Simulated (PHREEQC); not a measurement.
Dissolve 31 mmol/kgw NaH2PO4 and 150 mmol/kgw NaOH at 65 °C. Closed to the air; pH follows from the charge balance.

All values are PHREEQC results (ion-association model, phreeqc.dat), not measurements.

Each row changes one thing in this solution. This is a speciation only: nothing precipitates in the calculation.

```json
[
 {"case": "as made", "pH": "11.71", "ionic strength (mol/kgw)": "0.259", "PO4-3 (mol/kgw)": "0.0239", "HPO4-2 (mol/kgw)": "0.00656", "NaHPO4- (mol/kgw)": "0.000574", "H2PO4- (mol/kgw)": "5.92e-8"},
 {"case": "NaOH replaced by NaHS at the same molality", "pH": "7.14", "ionic strength (mol/kgw)": "0.200", "PO4-3 (mol/kgw)": "1.82e-6", "HPO4-2 (mol/kgw)": "0.0214", "NaHPO4- (mol/kgw)": "?", "H2PO4- (mol/kgw)": "0.00756"},
 {"case": "0.02 mol/kgw Ca(OH)2 added", "pH": "11.85", "ionic strength (mol/kgw)": "0.209", "PO4-3 (mol/kgw)": "0.00886", "HPO4-2 (mol/kgw)": "0.00198", "NaHPO4- (mol/kgw)": "0.000187", "H2PO4- (mol/kgw)": "1.35e-8"},
 {"case": "NaOH from 0.15 to 0.135 mol/kgw", "pH": "11.64", "ionic strength (mol/kgw)": "0.241", "PO4-3 (mol/kgw)": "0.0228", "HPO4-2 (mol/kgw)": "0.00760", "NaHPO4- (mol/kgw)": "0.000625", "H2PO4- (mol/kgw)": "8.13e-8"},
 {"case": "NaH2PO4 from 0.031 to 0.0062 mol/kgw", "pH": "11.89", "ionic strength (mol/kgw)": "0.172", "PO4-3 (mol/kgw)": "0.00495", "HPO4-2 (mol/kgw)": "0.00115", "NaHPO4- (mol/kgw)": "?", "H2PO4- (mol/kgw)": "7.58e-9"}
]
```

Complete the blanks.


- NaOH replaced by NaHS at the same molality, NaHPO4- (mol/kgw): 0.00203
- NaH2PO4 from 0.031 to 0.0062 mol/kgw, NaHPO4- (mol/kgw): 0.000100

Some of these states are supersaturated (in Hydroxyapatite, for instance). At this temperature some constants are extrapolated from 25 °C, and those without enthalpy data are left unchanged.
